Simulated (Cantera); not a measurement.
Charge: 1 mol Fe(CO)₅, a varied amount of N₂, held at 0.910 bar.

Cantera equilibrium calculation (NASA polynomials, part measured and part estimated; ideal gas, pure solids and liquids). Candidate condensed phases: C, Fe, Fe(CO)₅, FeO, Fe₂O₃, Fe₃O₄; 27 gas species. Iron dissolves carbon and melts from about 1420 K in contact with it, which pure phases cannot show. Condensed phases not in the tables: cementite and carbon dissolved in iron. The numbers say what is thermodynamically allowed, not how fast it happens.

What condenses at these points (T in K, n(N₂) in mol): (1573, 13); (1473, 2.1); (1223, 8.6); (1623, 16); (1573, 5.8)?


| T (K) | n(N₂) in mol | condensed phases | Fe condensed (%) |
|---|---|---|---|
| 1573 | 13 | Fe | 100.0 |
| 1473 | 2.1 | C + Fe | 100.0 |
| 1223 | 8.6 | C + Fe | 100.0 |
| 1623 | 16 | Fe | 100.0 |
| 1573 | 5.8 | C + Fe | 100.0 |
